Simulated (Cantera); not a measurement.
An adiabatic, constant-pressure homogeneous reactor starts with H2 : O2 : N2 = 1 : 0.333 : 1.25 (molar parts), equivalence ratio 1.5, at 1625 K and 1100000 Pa.

Model: GRI-Mech 3.0 (53 species, 325 reactions), integrated in Cantera. The hydrogen kinetics of GRI-Mech 3.0 are dated; newer H2 mechanisms differ, most at raised pressure. Above 3000 K some thermodynamic fits are extrapolated.

Question: Predict: time of steepest temperature rise; temperature at 1.00 s; equilibrium temperature; x(H2) at 1.00 s; x(O2) at 1.00 s; x(H2O2) at 1.00 s; x(O) at 1.00 s; x(HO2) at 1.00 s; x(NO) at 1.00 s.

Answer: 
```
Item                                                                 Value
---------------------------------  ---------------------------------------
time of steepest temperature rise                                 0.895 µs
temperature at 1.00 s                                               3100 K
equilibrium temperature                                             3100 K
x(H2) at 1.00 s                        0.148 (gas-phase equilibrium 0.148)
x(O2) at 1.00 s                    0.00115 (gas-phase equilibrium 0.00115)
x(H2O2) at 1.00 s                  5.99e-7 (gas-phase equilibrium 5.99e-7)
x(O) at 1.00 s                     0.00163 (gas-phase equilibrium 0.00163)
x(HO2) at 1.00 s                   3.02e-6 (gas-phase equilibrium 3.02e-6)
x(NO) at 1.00 s                    0.00331 (gas-phase equilibrium 0.00331)
```
